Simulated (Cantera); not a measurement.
Cantera run:

```python
import numpy as np
import cantera as ct

gas_names = """
    H HNO HNO2 HNO3 HO2 H2 H2O H2O2 N NH NH2 NH3 NH2OH NO NO2 NO3 N2 N2H2 N2H4 N2O O OH O2 O3 Si SiH
    SiH2 SiH3 SiH4 SiN SiO SiO2 Si2 Si2N Si3
""".split()
cond_names = """
    H2O(s) H2O(L) Si(cr) Si(L) SiO2(Lqz) SiO2(hqz) SiO2(L) Si2N2O(s) Si3N4(a)
""".split()


# ... load() reads the species with a 1 bar reference pressure and builds the phases ...
atoms = {
    'SiH4': {'Si': 1, 'H': 4},
    'O2': {'O': 2},
    'N2O': {'N': 2, 'O': 1},
}
top_T = {'Si2N2O(s)': 2100, 'Si3N4(a)': 2400}  # K; cautious upper limits of use, not melting points


# ... equilibrate(T, P, feed) seeds the gas with the atoms and calls Mixture.equilibrate('TP', solver="vcs", rtol=1e-11, max_steps=5000) ...
results = []
feed = {'SiH4': 1, 'O2': 0.45, 'N2O': 10}  # mol
P = 7400  # Pa
for T in [1498, 1573, 1648, 1723, 1798, 1873, 1948, 2023]:
    mix = equilibrate(T, P, feed)
    results.append((T, P, feed, dict(zip(mix.species_names, mix.species_moles))))

top = {s: max(r[3][s] / sum(r[3][g] for g in gas_names) for r in results) for s in gas_names}
cols = sorted((s for s in top if top[s] > 0.0001), key=lambda s: -top[s])[:7]
seen = [c for c in cond_names if any(r[3].get(c, 0) > 1e-12 for r in results)]
print("log10 of partial pressures in bar; condensed amounts in mol")
print(f"{'T/K':>10s}" + "".join(f"{s[:9]:>10s}" for s in cols + seen))
for T, P, feed, n in results:
    ng = sum(n[g] for g in gas_names)
    print(f"{T:10.4g}" + "".join(f"{np.log10(max(n[s] / ng * P / 1e5, 1e-99)):10.3f}" for s in cols)
          + "".join(f"{n.get(c, 0):10.4g}" for c in seen))
```

Result:

```
log10 of partial pressures in bar; condensed amounts in mol
       T/K        N2        O2       H2O        NO        OH         O        H2 SiO2(hqz)   SiO2(L)
      1498    -1.320    -1.783    -2.019    -4.078    -4.900    -6.295    -6.862         1         0
      1573    -1.320    -1.784    -2.019    -3.926    -4.630    -5.873    -6.446         1         0
      1648    -1.321    -1.784    -2.020    -3.788    -4.384    -5.489    -6.068         1         0
      1723    -1.321    -1.785    -2.020    -3.662    -4.160    -5.138    -5.722         0         1
      1798    -1.321    -1.787    -2.022    -3.548    -3.955    -4.816    -5.405         0         1
      1873    -1.322    -1.788    -2.023    -3.442    -3.767    -4.521    -5.114         0         1
      1948    -1.322    -1.791    -2.026    -3.345    -3.594    -4.248    -4.846         0         1
      2023    -1.323    -1.794    -2.029    -3.256    -3.434    -3.996    -4.598         0    0.9999
```

Method: chemical equilibrium by Gibbs-energy minimisation in Cantera with the NASA 1993 tables (ideal gas, pure condensed phases). The tables hold silica as quartz up to 1696 K and as liquid above; real silica turns to tridymite and cristobalite and melts near 1996 K.
